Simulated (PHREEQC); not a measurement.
Consider water at 25 °C with 14 mmol/kgw MgCl2, 0.13 mmol/kgw Na2HPO4 and 0.0017 mmol/kgw H4SiO4. Closed to the air; pH follows from the charge balance.

All values are PHREEQC results (ion-association model, phreeqc.dat), not measurements.

```tsv
quantity	before	after
pH	7.57	7.95
MgOH+ (mol/kgw)	1.11e-6	3.58e-7
H3SiO4- (mol/kgw)	1.12e-8	2.39e-8
SI of Quartz (SiO2)	-1.79	-1.79
```

### Question
What was changed between the two runs?
A) MgCl2 from 0.014 to 0.0014 mol/kgw
B) MgCl2 from 0.014 to 0.0126 mol/kgw
C) Na2HPO4 left out

### Answer
A, MgCl2 from 0.014 to 0.0014 mol/kgw

Precipitation was switched off in this run.
